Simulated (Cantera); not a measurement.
# Equilibrium for nitride etching: BN + Cl2 + H2 + O2

Charge: 1 mol BN, 11 mol Cl2, 0.81 mol H2, 3 mol O2.

Method: chemical equilibrium by Gibbs-energy minimisation in Cantera with the NASA 1993 tables (ideal gas, pure condensed phases). Candidate condensed phases: B, BN, B2O3, B3O3H3, H2O, NH4Cl; 49 gas species. The tables' values for BCl2 are old estimates. Equilibrium is a limit: real reactors are often held back by kinetics, nucleation or transport.

**Question.** Map the stable condensed phases over T = 1450, 1500, 1550, 1600, 1650, 1700, 1750, 1800, 1850, 1900 K and P in Pa = 1, 3.6, 13, 46, 170, 600, 2200, 7700, 28000, 100000.

**Answer.** 
```
T in K \ P in Pa
              1    3.6     13     46    170    600   2200   7700  28000 100000
   1900       A      A      A      A      A      A      A      A      A      B
   1850       A      A      A      A      A      A      A      A      A      B
   1800       A      A      A      A      A      A      A      A      B      B
   1750       A      A      A      A      A      A      A      A      B      B
   1700       A      A      A      A      A      A      A      B      B      B
   1650       A      A      A      A      A      A      B      B      B      B
   1600       A      A      A      A      A      A      B      B      B      B
   1550       A      A      A      A      A      B      B      B      B      B
   1500       A      A      A      A      B      B      B      B      B      B
   1450       A      A      A      A      B      B      B      B      B      B
```
A: gas only; B: B2O3.
